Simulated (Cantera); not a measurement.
Feed: 1 mol HI, 1.9 mol O2, 0.23 mol H2, held at 2327 °C and 22.0 bar.

Equilibrium computed with Cantera from the NASA thermochemical tables; the gas is ideal and each condensed phase is pure. Candidate condensed phases: H2O, I2; 12 gas species. Rates play no part.

Base state: O2 0.467, I 0.289, H2O 0.212, OH 0.0160, HI 0.00617, I2 0.00599, O 0.00339, H2 0.000627 (mole fractions); condensed: gas only.

### Question
What changes in the equilibrium state with this change: temperature from 2327 °C to 2652 °C?

### Answer
```tsv
species	before	after
O2	0.467	0.452
I	0.289	0.290
H2O	0.212	0.197
OH	0.0160	0.0352
O	0.00339	0.0125
H	0.000205	0.00123
H2	0.000627	0.00216
I2	0.00599	0.00268
HO2	0.000106	0.000200
```

### Question
What changes in the equilibrium state with this change: O2 from 1.9 to 0.018 mol?

### Answer
```
species    before    after
-------  --------  -------
I           0.289    0.413
H2       0.000627    0.341
HI        0.00617    0.206
O2          0.467  1.87e-8
OH         0.0160  7.48e-5
H2O         0.212   0.0231
I2        0.00599   0.0123
HO2      0.000106    <1e-9
O         0.00339  6.78e-7
```
